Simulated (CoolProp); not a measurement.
The numbers come from the reference Helmholtz-energy equation of state, Pan 2012 in CoolProp.

**Question.** For R236FA, give the phase and the cp (kJ/(kg K)), speed of sound (m/s), expansivity (1/kK) at -23.95 °C and 1.38 bar; -5.05 °C and 1.38 bar; 51.45 °C and 1.38 bar.

**Answer.** 
- -23.95 °C and 1.38 bar: liquid; cp 1.17, speed of sound 736, expansivity 1.95
- -5.05 °C and 1.38 bar: liquid; cp 1.19, speed of sound 654, expansivity 2.12
- 51.45 °C and 1.38 bar: gas; cp 0.881, speed of sound 134, expansivity 3.47
